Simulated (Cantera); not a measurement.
Cantera run, input and output.

```python
import numpy as np
import cantera as ct

gas = ct.Solution("gri30.yaml")


def delay(T, t_max=10):
    gas.TPX = T, 101325, {'CO': 1, 'H2': 0.27, 'CH4': 0.18, 'O2': 0.497, 'N2': 2.98}
    reactor = ct.IdealGasConstPressureReactor(gas, clone=False)
    net = ct.ReactorNet([reactor])
    net.rtol, net.atol = 1e-8, 1e-16
    while net.time < t_max:
        t_old, T_old = net.time, reactor.T
        net.step()
        if reactor.T > T + 400:  # ignition: a rise of 400 K
            return t_old + (T + 400 - T_old) / (reactor.T - T_old) * (net.time - t_old)
    return np.nan


taus = []
for T in [1225, 1300, 1375, 1450, 1525, 1600, 1675, 1750, 1825]:
    taus.append(delay(T))
    print(f"T0 = {T:6g} K   tau = {taus[-1]:.4e} s")
```

It prints:

```
T0 =   1225 K   tau = 7.5689e-04 s
T0 =   1300 K   tau = 4.2340e-04 s
T0 =   1375 K   tau = 2.5407e-04 s
T0 =   1450 K   tau = 1.6334e-04 s
T0 =   1525 K   tau = 1.1157e-04 s
T0 =   1600 K   tau = 8.0003e-05 s
T0 =   1675 K   tau = 5.9494e-05 s
T0 =   1750 K   tau = 4.5442e-05 s
T0 =   1825 K   tau = 3.5422e-05 s
```

Cantera simulation using GRI-Mech 3.0 (53 species, 325 reactions); the numbers are that mechanism's predictions, not measurements.
